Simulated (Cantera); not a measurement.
A Cantera script and its output.

```python
import numpy as np
import cantera as ct

gas = ct.Solution("gri30.yaml")


def delay(T, t_max=10):
    gas.TPX = T, 1700000, {'C2H4': 1, 'O2': 7.32, 'N2': 27.5, 'H2O': 1.5}
    reactor = ct.IdealGasConstPressureReactor(gas, clone=False)
    net = ct.ReactorNet([reactor])
    net.rtol, net.atol = 1e-8, 1e-16
    while net.time < t_max:
        t_old, T_old = net.time, reactor.T
        net.step()
        if reactor.T > T + 400:  # ignition: a rise of 400 K
            return t_old + (T + 400 - T_old) / (reactor.T - T_old) * (net.time - t_old)
    return np.nan


taus = []
for T in [1050, 1150, 1250, 1350, 1450, 1550, 1650, 1750, 1850]:
    taus.append(delay(T))
    print(f"T0 = {T:6g} K   tau = {taus[-1]:.4e} s")
```

Output:

```
T0 =   1050 K   tau = 5.1682e-03 s
T0 =   1150 K   tau = 1.3474e-03 s
T0 =   1250 K   tau = 2.5953e-04 s
T0 =   1350 K   tau = 5.0922e-05 s
T0 =   1450 K   tau = 1.2365e-05 s
T0 =   1550 K   tau = 4.7608e-06 s
T0 =   1650 K   tau = 2.5899e-06 s
T0 =   1750 K   tau = 1.6704e-06 s
T0 =   1850 K   tau = 1.1920e-06 s
```

Computed with Cantera and GRI-Mech 3.0 (53 species, 325 reactions). GRI-Mech 3.0 was tuned for natural gas; its chemistry of ethylene as a main component is partial and can be far from experiment. The pressure lies above the range GRI-Mech 3.0 was tuned for (to about 10 atm).
